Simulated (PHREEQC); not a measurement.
Make-up at 40 °C: 0.0036 mol/kgw CuCl2, 0.0036 mol/kgw NaOH and 3.1e-05 mol/kgw HNO3. Closed to the air; pH follows from the charge balance.

Model: ion-association model, wateq4f.dat, run in PHREEQC.

| quantity | before | after |
|---|---|---|
| pH | 6.91 | 5.52 |
| ionic strength (mol/kgw) | 0.00901 | 0.0498 |
| Cu2(OH)2+2 (mol/kgw) | 0.00139 | 0.00176 |
| Cu+2 (mol/kgw) | 0.000406 | 0.0132 |
| Cu(OH)2 (mol/kgw) | 0.000386 | 1.43e-5 |
| CuCl+ (mol/kgw) | 1.08e-5 | 0.00118 |
| SI of Cu2(OH)3NO3 (Cu2(OH)3NO3) | +0.44 | -1.08 |
| SI of Cu(OH)2 (Cu(OH)2) | +2.16 | +0.73 |

### Question
What was changed between the two runs?
(A) 6.4e-05 mol/kgw SrBr2 added
(B) HNO3 replaced by Cu(NO3)2 at the same molality
(C) HNO3 replaced by Ni(NO3)2 at the same molality
(D) CuCl2 from 0.0036 to 0.018 mol/kgw

### Answer
D, CuCl2 from 0.0036 to 0.018 mol/kgw

This is a speciation only: nothing precipitates in the calculation. Some of these states are supersaturated (in Atacamite, Cu(OH)2, for instance). Constants without temperature data keep their 25 °C values here. The database's constant for dissolved Cu(OH)2 is higher than later reviews accept.
